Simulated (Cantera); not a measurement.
Charge: 1 mol HgO, 0.022 mol O₂, 12 mol N₂.

Cantera equilibrium calculation (NASA polynomials, part measured and part estimated; ideal gas, pure solids and liquids). Candidate condensed phases: Hg, HgO; 10 gas species. Equilibrium is a limit: real reactors are often held back by kinetics, nucleation or transport.

Stable condensed phases, one row left out:

```
T in °C \ P in Pa
              10      52     270    1400    7200   37000  190000 1000000
    902        A       A       A       A       A       A       A       A
    852        A       A       A       A       A       A       A       A
    802        A       A       A       A       A       A       A       A
    752        A       A       A       A       A       A       A       A
    702        A       A       A       A       A       A       A       A
    652        A       A       A       A       A       A       A       A
    602        A       A       A       A       A       A       A       A
    552        A       A       A       A       A       A       A       A
    502        A       A       A       A       A       A       A       A
    452        A       A       A       A       A       A       A       A
    352        A       A       A       A       A       A       B       B
    302        A       A       A       A       A       B       B       B
    252        A       A       A       A       B       B       B       B
```

A: gas only; B: HgO.

### Question
Give the row for 402 °C.

### Answer
10: gas only; 52: gas only; 270: gas only; 1400: gas only; 7200: gas only; 37000: gas only; 190000: gas only; 1000000: HgO.
